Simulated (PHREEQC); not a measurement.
Buffer: an equilibrium model

Solution (25 °C): 0.12 mol/kgw NaHSO4 and 3.5e-05 mol/kgw Na2HPO4. Closed to the air; pH follows from the charge balance.

The numbers come from PHREEQC with the ion-association model, wateq4f.dat.

Each row changes one thing in this solution. No solid was allowed to form.

```
case                                             pH  ionic strength (mol/kgw)  Na+ (mol/kgw)  H3PO4 (mol/kgw)  H2PO4- (mol/kgw)
---------------------------------------------  ----  ------------------------  -------------  ---------------  ----------------
as made                                        1.39                     0.208          0.113          2.83e-5           6.68e-6
diluted 10-fold with water                     2.13                         ?         0.0118                ?           1.82e-6
diluted 5-fold with water                      1.91                    0.0518         0.0233          4.20e-6           2.80e-6
NaHSO4 replaced by NaBF4 at the same molality  2.69                     0.122          0.120          6.45e-6           2.85e-5
Na2HPO4 from 3.5e-05 to 5.25e-05 mol/kgw       1.39                     0.208          0.113          4.25e-5                 ?
Na2HPO4 from 3.5e-05 to 7e-06 mol/kgw          1.39                     0.208          0.113                ?           1.33e-6
NaHSO4 from 0.12 to 0.012 mol/kgw              2.14                    0.0283         0.0118          1.67e-5           1.83e-5
NaHSO4 from 0.12 to 0.18 mol/kgw               1.26                     0.295          0.168          2.96e-5           5.44e-6
Na2HPO4 from 3.5e-05 to 3.15e-05 mol/kgw       1.39                     0.208          0.113          2.55e-5                 ?
```

Task: What belongs in the gaps?

Result: 
- diluted 10-fold with water, ionic strength (mol/kgw): 0.0282
- diluted 10-fold with water, H3PO4 (mol/kgw): 1.68e-6
- Na2HPO4 from 3.5e-05 to 5.25e-05 mol/kgw, H2PO4- (mol/kgw): 1.00e-5
- Na2HPO4 from 3.5e-05 to 7e-06 mol/kgw, H3PO4 (mol/kgw): 5.66e-6
- Na2HPO4 from 3.5e-05 to 3.15e-05 mol/kgw, H2PO4- (mol/kgw): 6.01e-6

H3PO4, which wateq4f.dat lacks, is added to it with the constant of phreeqc.dat. Real BF4- forms and hydrolyses slowly; the run takes it at equilibrium.
